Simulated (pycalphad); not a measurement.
An equivalent pycalphad script:

```python
from pycalphad import Database, equilibrium, calculate, variables as v
import numpy as np
db = Database('COST507.tdb')
comps = ['SI', 'CU', 'VA']
phases = ['BCC_A2', 'CU19SI6_ETA', 'CU33SI7_DELTA', 'CU4SI_EPSILON', 'CU56SI11_GAMMA', 'DIAMOND_A4', 'FCC_A1', 'HCP_A3', 'LIQUID']
eq = equilibrium(db, comps, phases, {v.X('CU'): 0.0187, v.T: np.arange(1850, 499, -25), v.P: 101325, v.N: 1}, output=['HM', 'SM'])
```

CALPHAD calculation (pycalphad, COST 507 light-alloy database (1999)), 1 atm. The data set is of 1999 and partly superseded. Amounts are mole fractions of atoms. Diffusion is slow at the low end, where real alloys seldom reach equilibrium.

Results at three of the temperatures:

```
T = 1500.00 K, P = 101325 Pa, N = 1 mol of atoms
G = -57915 J/mol, H = 32927 J/mol, S = 60.56 J/(mol K)  (SER reference)
chemical potentials (J/mol): Si -56966, Cu -107696
phase             fraction      x(Si)      x(Cu)
DIAMOND_A4          0.9358     1.0000       none
LIQUID              0.0642     0.7086     0.2914
```

```
T = 1275.00 K, P = 101325 Pa, N = 1 mol of atoms
G = -44952 J/mol, H = 24987 J/mol, S = 54.85 J/(mol K)  (SER reference)
chemical potentials (J/mol): Si -44324, Cu -77884
phase             fraction      x(Si)      x(Cu)
DIAMOND_A4          0.9670     1.0000       none
LIQUID              0.0330     0.4336     0.5664
```

```
T = 950.00 K, P = 101325 Pa, N = 1 mol of atoms
G = -28443 J/mol, H = 15724 J/mol, S = 46.49 J/(mol K)  (SER reference)
chemical potentials (J/mol): Si -28049, Cu -49144
phase             fraction      x(Si)      x(Cu)
DIAMOND_A4          0.9754     1.0000       none
CU19SI6_ETA         0.0246     0.2400     0.7600
```

Changes of the phase set, refined by bisection:

```
T (K)          phases above              phases below
------  -------------------  ------------------------
1677.9               LIQUID       DIAMOND_A4 + LIQUID
1073.7  DIAMOND_A4 + LIQUID  CU19SI6_ETA + DIAMOND_A4
```

Database names, with the compositions (at.%) that they take in these runs: CU19SI6_ETA: Cu 76 Si 24. DIAMOND_A4 is diamond (Si). An entry "none" or "no" means that the model of the phase leaves that element out. The hcp model here describes the intermediate κ phase of Cu-Si.
